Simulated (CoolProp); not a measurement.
Properties of fluorine along the isotherm 26.85 °C (Tc = -128.7 °C, pc = 5240 kPa, ω = 0.045).

Computed with CoolProp (reference Helmholtz-energy equation of state, de Reuck 1990).

| p (kPa) | phase | density (kg/m³) | cv (kJ/(kg K)) | speed of sound (m/s) | Joule-Thomson coefficient (K/MPa) | fugacity coefficient |
|---|---|---|---|---|---|---|
| 1540 | gas | 23.60 | 0.6064 | 299.5 | 1.856 | 0.9939 |
| 3080 | gas | 47.50 | 0.6074 | 300.1 | 1.798 | 0.9878 |
| 4620 | gas | 71.63 | 0.6088 | 301.1 | 1.717 | 0.9819 |
| 6150 | supercritical | 95.78 | 0.6106 | 302.4 | 1.628 | 0.9764 |
| 7690 | supercritical | 120.2 | 0.6126 | 304.3 | 1.535 | 0.9713 |
| 9230 | supercritical | 144.5 | 0.6149 | 306.6 | 1.447 | 0.9667 |
| 10800 | supercritical | 169.3 | 0.6174 | 309.3 | 1.365 | 0.9625 |
| 12300 | supercritical | 192.9 | 0.6199 | 312.2 | 1.293 | 0.9589 |
| 13800 | supercritical | 216.2 | 0.6224 | 315.4 | 1.227 | 0.9558 |
| 15400 | supercritical | 240.9 | 0.6251 | 319.1 | 1.161 | 0.9529 |
| 16900 | supercritical | 263.8 | 0.6275 | 322.9 | 1.102 | 0.9507 |
| 18500 | supercritical | 287.9 | 0.6299 | 327.3 | 1.041 | 0.9487 |
| 20000 | supercritical | 310.2 | 0.6320 | 331.7 | 0.9835 | 0.9473 |
